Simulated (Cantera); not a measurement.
Hydrocarbon pyrolysis for carbon deposition

An isothermal, constant-pressure homogeneous reactor starts with C3H8 : H2 = 1 : 1.4 (molar parts), at 1298 K and 37000 Pa.

Computed with Cantera and GRI-Mech 3.0 (53 species, 325 reactions). GRI-Mech 3.0 was tuned for natural gas; its chemistry of propane as a main component is partial and can be far from experiment. GRI-Mech 3.0 stops at C3 and has no aromatics, soot or wall deposition, so with more carbon than oxygen in the feed, carbon stays in small species such as C2H2 where larger ones or solid carbon would form.

| t (s) | x C3H8 | x H2 | x CH2 | x CH3 | x C2H6 | x C2H |
|---|---|---|---|---|---|---|
| 1.00e-6 | 0.417 | 0.583 | 2.82e-12 | 2.09e-5 | 3.65e-7 | <1e-12 |
| 6.76e-6 | 0.416 | 0.583 | 1.08e-9 | 0.000180 | 1.34e-5 | <1e-12 |
| 4.57e-5 | 0.409 | 0.581 | 8.54e-8 | 0.00110 | 0.000437 | <1e-12 |
| 0.000309 | 0.341 | 0.556 | 9.52e-8 | 0.00119 | 0.00547 | 1.56e-12 |
| 0.00209 | 0.105 | 0.475 | 3.12e-8 | 0.000647 | 0.0156 | 7.43e-11 |
| 0.0141 | 0.000877 | 0.455 | 6.79e-10 | 7.48e-5 | 0.00464 | 2.07e-10 |
| 0.0956 | 1.30e-5 | 0.478 | 1.53e-10 | 3.40e-5 | 0.00182 | 2.39e-10 |
| 0.647 | 4.86e-6 | 0.514 | 8.97e-11 | 2.56e-5 | 0.000971 | 3.76e-10 |
| 4.37 | 3.36e-6 | 0.498 | 6.67e-11 | 2.35e-5 | 0.000751 | 3.25e-10 |
| 29.6 | 2.32e-6 | 0.439 | 4.44e-11 | 2.20e-5 | 0.000574 | 2.20e-10 |
| 200 | 1.83e-6 | 0.406 | 3.57e-11 | 2.10e-5 | 0.000492 | 1.80e-10 |
x: mole fraction; the columns are a selection and need not sum to one.

Equilibrium at this temperature and pressure: C3H8 1.83e-6, H2 0.405, CH2 3.57e-11, CH3 2.10e-5, C2H6 0.000491, C2H 1.79e-10 (gas phase only).
